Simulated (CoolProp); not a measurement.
A Linde-Hampson liquefier for ethane: isothermal reversible compression at 320 K from 1 atm to 25 MPa, throttling to 1 atm, return gas leaving the recuperator 0 K below the feed. Each further row changes one setting.

Values from CoolProp's reference Helmholtz-energy equation of state, Bücker 2006.

```tsv
case	liquid yield per pass	compression work (kJ/kg of gas)
as stated	0.467	378
high pressure 50 MPa	0.451	436
warm-end temperature 350 K	0.390	443
warm-end gap 5 K	0.460	378
```
